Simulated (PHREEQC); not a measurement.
Dissolve 1.5 mmol/kgw NH3 and 24 mmol/kgw H3BO3 at 20 °C. Closed to the air; pH follows from the charge balance.

Computed with PHREEQC (ion-association model, phreeqc.dat).

| quantity | before | after |
|---|---|---|
| pH | 8.07 | 10.35 |
| ionic strength (mol/kgw) | 0.00144 | 0.000154 |
| NH4+ (mol/kgw) | 0.00144 | 0.000154 |
| NH3 (mol/kgw) | 6.36e-5 | 0.00135 |

Question: Which change was made?
A. H3BO3 left out
B. temperature from 20 to 25 °C
C. 0.0051 mol/kgw H2SO4 added
D. temperature from 20 to 90 °C
E. NH3 from 0.0015 to 0.0003 mol/kgw

Answer: A, H3BO3 left out

No solid was allowed to form.
